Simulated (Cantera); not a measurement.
Feed: 1 mol MgSO4, 0.11 mol CO2, equilibrated at 1548 K and 1000 Pa.

Equilibrium computed with Cantera from the NASA thermochemical tables; the gas is ideal and each condensed phase is pure. Candidate condensed phases: C, Mg, MgCO3, MgO, MgS, MgSO4, S; 26 gas species. Equilibrium is a limit: real reactors are often held back by kinetics, nucleation or transport.

Base state: SO2 0.620, O2 0.310, CO2 0.0683, SO3 0.00102, O 4.25e-5, CO 1.21e-5 (mole fractions); condensed: MgO(s).

Problem. What changes in the equilibrium state with this change: temperature from 1548 K to 1848.15 K?

Solution. 
```json
[
 {"species": "SO2", "before": "0.620", "after": "0.620"},
 {"species": "O2", "before": "0.310", "after": "0.310"},
 {"species": "CO2", "before": "0.0683", "after": "0.0679"},
 {"species": "O", "before": "4.25e-5", "after": "0.00106"},
 {"species": "SO3", "before": "0.00102", "after": "0.000308"},
 {"species": "SO", "before": "8.29e-6", "after": "0.000373"},
 {"species": "CO", "before": "1.21e-5", "after": "0.000407"},
 {"species": "MgO(s), mol", "before": "1.00", "after": "1.00"}
]
```
